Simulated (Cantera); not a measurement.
Input: 1 mol Si₃N₄, 11 mol HCl, 1.8 mol H₂, 2 mol Cl₂, equilibrated at 0.100 bar.

Method: chemical equilibrium by Gibbs-energy minimisation in Cantera with the NASA 1993 tables (ideal gas, pure condensed phases). Candidate condensed phases: NH₄Cl, Si, Si₃N₄; 28 gas species. The tables' values for SiCl₃ are old estimates; treat these amounts as uncertain. The numbers say what is thermodynamically allowed, not how fast it happens.

x: gas mole fraction; n: condensed amount in mol.

```json
[
 {"T (K)": "773", "x HCl": "0.334", "x H₂": "0.357", "x SiCl₄": "0.186", "x N₂": "0.124", "x SiCl₃": "2.61e-7", "x SiHCl₃": "0.000125", "x SiCl₂": "(withheld)", "n Si₃N₄(s)": "0.137"},
 {"T (K)": "823", "x HCl": "0.353", "x H₂": "0.346", "x SiCl₄": "0.180", "x N₂": "0.120", "x SiCl₃": "1.25e-6", "x SiHCl₃": "0.000213", "x SiCl₂": "(withheld)", "n Si₃N₄(s)": "0.161"},
 {"T (K)": "873", "x HCl": "0.370", "x H₂": "0.337", "x SiCl₄": "0.175", "x N₂": "0.117", "x SiCl₃": "4.97e-6", "x SiHCl₃": "0.000341", "x SiCl₂": "(withheld)", "n Si₃N₄(s)": "0.181"},
 {"T (K)": "923", "x HCl": "0.386", "x H₂": "0.328", "x SiCl₄": "0.171", "x N₂": "0.114", "x SiCl₃": "1.70e-5", "x SiHCl₃": "0.000518", "x SiCl₂": "(withheld)", "n Si₃N₄(s)": "0.200"},
 {"T (K)": "973", "x HCl": "0.400", "x H₂": "0.321", "x SiCl₄": "0.167", "x N₂": "0.112", "x SiCl₃": "5.12e-5", "x SiHCl₃": "0.000753", "x SiCl₂": "(withheld)", "n Si₃N₄(s)": "0.216"},
 {"T (K)": "1023", "x HCl": "0.412", "x H₂": "0.314", "x SiCl₄": "0.163", "x N₂": "0.110", "x SiCl₃": "0.000138", "x SiHCl₃": "0.00105", "x SiCl₂": "(withheld)", "n Si₃N₄(s)": "0.231"},
 {"T (K)": "1073", "x HCl": "0.423", "x H₂": "0.307", "x SiCl₄": "0.160", "x N₂": "0.108", "x SiCl₃": "0.000338", "x SiHCl₃": "0.00142", "x SiCl₂": "(withheld)", "n Si₃N₄(s)": "0.243"},
 {"T (K)": "1123", "x HCl": "0.433", "x H₂": "0.302", "x SiCl₄": "0.156", "x N₂": "0.106", "x SiCl₃": "0.000763", "x SiHCl₃": "0.00187", "x SiCl₂": "(withheld)", "n Si₃N₄(s)": "0.254"},
 {"T (K)": "1173", "x HCl": "0.442", "x H₂": "0.296", "x SiCl₄": "0.153", "x N₂": "0.105", "x SiCl₃": "0.00160", "x SiHCl₃": "0.00239", "x SiCl₂": "(withheld)", "n Si₃N₄(s)": "0.263"},
 {"T (K)": "1223", "x HCl": "0.449", "x H₂": "0.292", "x SiCl₄": "0.149", "x N₂": "0.104", "x SiCl₃": "0.00314", "x SiHCl₃": "0.00298", "x SiCl₂": "(withheld)", "n Si₃N₄(s)": "0.270"},
 {"T (K)": "1273", "x HCl": "0.455", "x H₂": "0.287", "x SiCl₄": "0.144", "x N₂": "0.103", "x SiCl₃": "0.00578", "x SiHCl₃": "0.00362", "x SiCl₂": "(withheld)", "n Si₃N₄(s)": "0.272"},
 {"T (K)": "1323", "x HCl": "0.459", "x H₂": "0.282", "x SiCl₄": "0.137", "x N₂": "0.103", "x SiCl₃": "0.0100", "x SiHCl₃": "0.00426", "x SiCl₂": "(withheld)", "n Si₃N₄(s)": "0.267"}
]
```

Task: What belongs in the gaps?

Result: 
- 773, x SiCl₂: 5.31e-11
- 823, x SiCl₂: 7.74e-10
- 873, x SiCl₂: 8.27e-9
- 923, x SiCl₂: 6.81e-8
- 973, x SiCl₂: 4.50e-7
- 1023, x SiCl₂: 2.46e-6
- 1073, x SiCl₂: 1.14e-5
- 1123, x SiCl₂: 4.62e-5
- 1173, x SiCl₂: 0.000165
- 1223, x SiCl₂: 0.000528
- 1273, x SiCl₂: 0.00153
- 1323, x SiCl₂: 0.00402
